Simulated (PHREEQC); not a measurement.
Make-up at 25 °C: 0.031 mol H3PO4, 0.034 mol H2SO4 and 2.2e-06 mol H4SiO4 per kg of water. Closed to the air; pH follows from the charge balance.

The numbers come from PHREEQC with the ion-association model, phreeqc.dat.

No solid was allowed to form.

**Question.** What pH, specific conductance does the model give?

**Answer.** pH 1.38; specific conductance 17400 µS/cm.

**Question.** In which forms is S present?

**Answer.** HSO4- 69 %, SO4-2 31 % of the S.

Species that the database lacks are ignored.
